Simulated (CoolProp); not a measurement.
Values from CoolProp's reference Helmholtz-energy equation of state, Setzmann 1991.

For methane, give the phase and the isothermal compressibility (1/MPa), expansivity (1/kK), conductivity (mW/(m K)) at 146.8 K and 1640 kPa; 146.8 K and 5750 kPa; 146.8 K and 10700 kPa.


- 146.8 K and 1640 kPa: liquid; isothermal compressibility 0.00586, expansivity 5.39, conductivity 135
- 146.8 K and 5750 kPa: liquid; isothermal compressibility 0.00472, expansivity 4.66, conductivity 142
- 146.8 K and 10700 kPa: liquid; isothermal compressibility 0.00387, expansivity 4.07, conductivity 149

Thermal conductivity comes from a separate model (Friend 1989).
